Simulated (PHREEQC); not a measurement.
Consider water at 30 °C with 0.006 mol/kgw HCl, 0.072 mol/kgw CuSO4 and 0.0085 mol/kgw MgSO4. Closed to the air; pH follows from the charge balance.

Computed with PHREEQC (ion-association model, phreeqc.dat).

Precipitation was switched off in this run.

Q: What pH does the model give?

A: pH 2.70.

Q: In which forms is Cl present?

A: Cl- 96 %, CuCl+ 4.3 % of the Cl.

Complexes and solids missing from the database can't appear.
